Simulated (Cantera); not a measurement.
**Thermodynamics of chemical vapour transport, feed MgO + I2 + O2**

Charge: 1 mol MgO, 0.013 mol I2, 0.01 mol O2, at 1148.15 K.

Equilibrium computed with Cantera from the NASA thermochemical tables; the gas is ideal and each condensed phase is pure. Candidate condensed phases: I2, Mg, MgI2, MgO; 10 gas species. Rates play no part.

From 10.0 mbar to 10.0 bar the condensed part is MgO(s).

| P (Pa) | x I | x I2 | x O2 | x O | n MgO(s) |
|---|---|---|---|---|---|
| 1000 | 0.590 | 0.103 | 0.306 | 4.41e-8 | 1.00 |
| 4000 | 0.435 | 0.225 | 0.340 | 2.32e-8 | 1.00 |
| 16000 | 0.272 | 0.352 | 0.376 | 1.22e-8 | 1.00 |
| 63000 | 0.154 | 0.445 | 0.401 | 6.36e-9 | 1.00 |
| 250000 | 0.0822 | 0.501 | 0.417 | 3.25e-9 | 1.00 |
| 1000000 | 0.0423 | 0.532 | 0.426 | 1.64e-9 | 1.00 |
x: gas mole fraction; n: condensed amount in mol.
